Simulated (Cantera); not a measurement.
A Cantera script and its output.

```python
import numpy as np
import cantera as ct

gas = ct.Solution("gri30.yaml")
gas.TPX = 973, 1000000, {'CH3OH': 0.0083, 'O2': 0.012, 'N2': 1}
reactor = ct.IdealGasConstPressureReactor(gas, energy="off", clone=False)
net = ct.ReactorNet([reactor])
net.rtol, net.atol = 1e-08, 1e-18
show = ['CH3OH', 'O2', 'N2O', 'CH3', 'CO2', 'CH2']
times = np.geomspace(0.0005, 30, 13)

steps = ct.SolutionArray(gas, extra=["t"])
rows = []
print(f"{'t/s':>10s}{'T/K':>9s}{'P/Pa':>11s}" + "".join(f"{s:>11s}" for s in show))
for t in times:
    while net.time < t:
        t_next = net.step()
        steps.append(gas.state, t=t_next)
    rows.append([np.interp(t, steps.t, y) for y in (steps.T, steps.P, *steps(*show).X.T)])
    print(f"{t:10.3e}{rows[-1][0]:9.1f}{rows[-1][1]:11.4g}" + "".join(f"{x:11.3e}" for x in rows[-1][2:]))
rate = np.gradient(steps.T, steps.t)
print("integrator steps:", len(steps.t))
if steps.T.max() > steps.T[0] + 200:
    print(f"time of steepest temperature rise: {steps.t[rate.argmax()]:.4e} s")
gas.TPX = 973, 1000000, {'CH3OH': 0.0083, 'O2': 0.012, 'N2': 1}
gas.equilibrate("TP")
print(f"equilibrium (TP): T = {gas.T:.1f} K  " + "  ".join(f"{s} {gas[s].X[0]:.3e}" for s in show))
```

Output:

```
       t/s      T/K       P/Pa      CH3OH         O2        N2O        CH3        CO2        CH2
 5.000e-04    973.0      1e+06  8.135e-03  1.176e-02  1.208e-16  1.940e-11  2.889e-11  1.489e-14
 1.251e-03    973.0      1e+06  8.135e-03  1.176e-02  6.390e-16  1.993e-11  7.228e-11  1.489e-14
 3.128e-03    973.0      1e+06  8.135e-03  1.176e-02  3.736e-15  1.992e-11  1.808e-10  1.489e-14
 7.825e-03    973.0      1e+06  8.135e-03  1.176e-02  2.272e-14  1.988e-11  4.523e-10  1.489e-14
 1.957e-02    973.0      1e+06  8.135e-03  1.176e-02  1.405e-13  1.979e-11  1.131e-09  1.489e-14
 4.896e-02    973.0      1e+06  8.135e-03  1.176e-02  8.758e-13  1.957e-11  2.830e-09  1.489e-14
 1.225e-01    973.0      1e+06  8.135e-03  1.176e-02  5.533e-12  1.902e-11  7.080e-09  1.489e-14
 3.064e-01    973.0      1e+06  8.132e-03  1.176e-02  4.271e-11  1.655e-11  1.783e-08  1.488e-14
 7.663e-01    973.0      1e+06  5.409e-07  3.190e-03  1.453e-08  3.935e-12  2.344e-03  6.484e-17
 1.917e+00    973.0      1e+06  3.407e-11  1.680e-03  4.162e-08  1.199e-12  4.273e-03  1.094e-17
 4.795e+00    973.0      1e+06  1.181e-12  7.700e-04  7.520e-08  2.239e-13  5.773e-03  1.667e-18
 1.199e+01    973.0      1e+06  1.114e-13  2.242e-04  1.014e-07  2.593e-14  6.816e-03  1.315e-19
 3.000e+01    973.0      1e+06  9.843e-15  1.564e-05  9.246e-08  5.650e-15  7.281e-03  8.299e-21
integrator steps: 2294
equilibrium (TP): T = 973.0 K  CH3OH 3.745e-16  O2 8.009e-20  N2O 4.740e-18  CH3 7.086e-18  CO2 7.888e-03  CH2 2.547e-26
```

Computed with Cantera and GRI-Mech 3.0 (53 species, 325 reactions). GRI-Mech 3.0 was tuned for natural gas; its chemistry of methanol as a main component is partial and can be far from experiment. Below about 1000 K GRI-Mech 3.0 lacks low-temperature oxidation paths.
